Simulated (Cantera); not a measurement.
An isothermal, constant-pressure homogeneous reactor starts with NO : N₂ = 1 : 0.41 (molar parts), at 1425 K and 1.01 bar. Integrator tolerance rtol = 1e-08.

Model: GRI-Mech 3.0 (53 species, 325 reactions), integrated in Cantera.

### Question
What does this change do: temperature 1425 to 1850 K?

### Answer
```
quantity                                           before                                      after
----------------  ---------------------------------------  -----------------------------------------
x(NO) at 20.0 s    0.646 (gas-phase equilibrium 0.000982)     0.0228 (gas-phase equilibrium 0.00575)
x(NO₂) at 20.0 s  0.00172 (gas-phase equilibrium 8.72e-6)    6.64e-5 (gas-phase equilibrium 1.70e-5)
x(O) at 20.0 s    2.55e-7 (gas-phase equilibrium 8.26e-7)  0.000113 (gas-phase equilibrium 0.000114)
x(O₂) at 20.0 s      0.0299 (gas-phase equilibrium 0.354)        0.343 (gas-phase equilibrium 0.352)
x(N₂) at 20.0 s       0.322 (gas-phase equilibrium 0.645)        0.634 (gas-phase equilibrium 0.642)
```

### Question
What does this change do: NO 1 to 8.6 parts?

### Answer
```json
[
 {"quantity": "x(NO) at 20.0 s", "before": "0.646 (gas-phase equilibrium 0.000982)", "after": "0.845 (gas-phase equilibrium 0.00103)"},
 {"quantity": "x(NO₂) at 20.0 s", "before": "0.00172 (gas-phase equilibrium 8.72e-6)", "after": "0.00295 (gas-phase equilibrium 1.06e-5)"},
 {"quantity": "x(O) at 20.0 s", "before": "2.55e-7 (gas-phase equilibrium 8.26e-7)", "after": "3.35e-7 (gas-phase equilibrium 9.58e-7)"},
 {"quantity": "x(O₂) at 20.0 s", "before": "0.0299 (gas-phase equilibrium 0.354)", "after": "0.0527 (gas-phase equilibrium 0.477)"},
 {"quantity": "x(N₂) at 20.0 s", "before": "0.322 (gas-phase equilibrium 0.645)", "after": "0.0996 (gas-phase equilibrium 0.522)"}
]
```
